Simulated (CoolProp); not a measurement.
R124 along the isotherm 470 K: density (kg/m³) from the reference equation and from simpler models built on Tc = 395.4 K, pc = 3624 kPa, ω = 0.288; each cubic takes its own stable root.

The numbers come from the reference Helmholtz-energy equation of state, de Vries 1995 in CoolProp.

```
p (kPa)          phase  reference  ideal gas  Redlich-Kwong  Soave-Redlich-Kwong  Peng-Robinson
-------  -------------  ---------  ---------  -------------  -------------------  -------------
28.7               gas      1.004      1.002          1.004                1.004          1.004
43.2               gas      1.512      1.509          1.512                1.512          1.513
65.2               gas      2.285      2.277          2.285                2.285          2.286
98.4               gas      3.454      3.437          3.456                3.454          3.457
148                gas      5.209      5.169          5.212                5.207          5.214
224                gas      7.916      7.823          7.924                7.912          7.928
338                gas      12.02      11.80          12.04                12.01          12.04
510                gas      18.30      17.81          18.35                18.28          18.36
769                gas      28.00      26.86          28.10                27.94          28.14
1160               gas      43.18      40.51          43.43                43.05          43.50
1750               gas      67.47      61.12          68.13                67.14          68.21
2640               gas      107.7      92.20          109.6                106.8          109.4
3980     supercritical      178.7      139.0          184.6                175.5          181.9
6010     supercritical      318.2      209.9          337.7                303.0          318.9
9060     supercritical      569.5      316.4          577.4                507.6          541.9
```
